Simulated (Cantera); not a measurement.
## Titanium nitride, carbide and oxide coatings: Ti(OiPr)4 + O2

Feed: 1 mol Ti(OiPr)4, 3.2 mol O2, equilibrated at 1425 K and 0.975 Torr.

These are equilibrium values from Cantera (NASA tables, ideal gas, pure condensed phases), not measurements of a reactor. Candidate condensed phases: C, C6H6, C7H8, C8H18, H2O, Ti, TiC, TiO, TiO2, Ti2O3, Ti3O5, Ti4O7; 113 gas species. The feed counts by its element totals alone. TiC: taken at fixed stoichiometry. Kinetics and transport are ignored.

The x(H2) is 0.574 and the x(CO) is 0.426. The x(H) comes out as 0.000143 and the x(C2H2 (acetylene)) is 2.02e-6. The x(CH4) comes out as 1.61e-6. The n(C(graphite)) is 0.600 mol. The n(TiC(s)) is 1.00 mol, the gas amount comes out as 24.40 mol and the log10 activity of Ti(β) (absent) is -6.12. The log10 activity of Ti2O3(s) (absent) comes out as -6.61. The log10 activity of Ti3O5(s) (absent) comes out as -10.96.
